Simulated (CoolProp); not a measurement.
Model: reference Helmholtz-energy equation of state, Guder 2009, in CoolProp.

**Question.** Give the vapour pressure (kPa), enthalpy of vaporisation (kJ/kg), liquid viscosity (µPa s), liquid conductivity (mW/(m K)) of saturated sulfur hexafluoride at -23.65, -15.55, 8.75 °C.

**Answer.** 
```tsv
T (°C)	p (kPa)	enthalpy of vaporisation (kJ/kg)	liquid viscosity (µPa s)	liquid conductivity (mW/(m K))
-23.65	612	98.5	275	69.2
-15.55	794	94.0	241	66.7
8.75	1580	77.3	158	58.7
```

Viscosity comes from a separate model (Quiñones-Cisneros 2012). Thermal conductivity comes from a separate model (Assael 2012).
